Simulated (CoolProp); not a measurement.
Vapour-liquid equilibrium of R134a (1) + R123 (2) at 40.6 kPa; x and y are mole fractions of (1).

The numbers come from the multi-fluid Helmholtz-energy mixture model, Tillner-Roth 1994 and Younglove 1994; pair parameters Bell 2016 in CoolProp.

| x | bubble temperature, mixture model (°C) | bubble temperature, Raoult's law (°C) | y, mixture model | y, Raoult's law |
|---|---|---|---|---|
| 0.05 | ? | -2.7 | 0.395 | 0.326 |
| 0.2 | ? | -17.5 | ? | 0.729 |
| 0.35 | -30.7 | -26.3 | 0.889 | 0.865 |
| 0.5 | ? | -32.4 | 0.932 | 0.928 |
| 0.65 | -38.7 | -36.9 | 0.957 | 0.962 |
| 0.8 | ? | -40.5 | ? | 0.983 |
| 0.95 | ? | -43.4 | ? | 0.997 |

Q: What belongs in the gaps?

A: 
- 0.05, bubble temperature, mixture model (°C): -5.2
- 0.2, bubble temperature, mixture model (°C): -22.4
- 0.2, y, mixture model: 0.786
- 0.5, bubble temperature, mixture model (°C): -35.6
- 0.8, bubble temperature, mixture model (°C): -41.2
- 0.8, y, mixture model: 0.975
- 0.95, bubble temperature, mixture model (°C): -43.5
- 0.95, y, mixture model: 0.993

The largest gap from Raoult's law is -4.9 K in bubble temperature, at x = 0.2. No azeotrope shows between x = 0.05 and 0.95.

The pair parameters rest on a limited set of measurements; away from them the model extrapolates.
